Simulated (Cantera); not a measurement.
Charge: 1 mol C3H6, 0.17 mol CO2, 0.88 mol H2, held at 1725 K and 7.50 Torr.

Equilibrium computed with Cantera from the NASA thermochemical tables; the gas is ideal and each condensed phase is pure. Candidate condensed phases: C, C6H6, C7H8, C8H18, H2O; 110 gas species. Rates play no part.

Base state: H2 0.918, CO 0.0805, H 0.00178, C2H2 (acetylene) 8.45e-5 (mole fractions); condensed: C(graphite).

Problem. What changes in the equilibrium state with this change: CO2 from 0.17 to 0.71 mol?

Solution. 
```
species            before    after
----------------  -------  -------
H2                  0.918    0.731
CO                 0.0805    0.268
H                 0.00178  0.00159
C2H2 (acetylene)  8.45e-5  6.73e-5
C(graphite), mol     2.83     2.29
```

Problem. What changes in the equilibrium state with this change: temperature from 1725 K to 675 K?

Solution. 
```json
[
 {"species": "H2", "before": "0.918", "after": "0.817"},
 {"species": "CH4", "before": "8.41e-6", "after": "0.0973"},
 {"species": "H2O", "before": "3.11e-7", "after": "0.0692"},
 {"species": "CO", "before": "0.0805", "after": "0.00838"},
 {"species": "H", "before": "0.00178", "after": "<1e-9"},
 {"species": "CO2", "before": "7.74e-9", "after": "0.00852"},
 {"species": "C(graphite), mol", "before": "2.83", "after": "2.76"}
]
```

Problem. What changes in the equilibrium state with this change: pressure from 7.50 Torr to 750 Torr?

Solution. 
| species | before | after |
|---|---|---|
| H2 | 0.918 | 0.918 |
| CO | 0.0805 | 0.0806 |
| CH4 | 8.41e-6 | 0.000842 |
| H | 0.00178 | 0.000178 |
| H2O | 3.11e-7 | 3.11e-5 |
| C2H2 (acetylene) | 8.45e-5 | 8.46e-5 |
| C(graphite), mol | 2.83 | 2.83 |
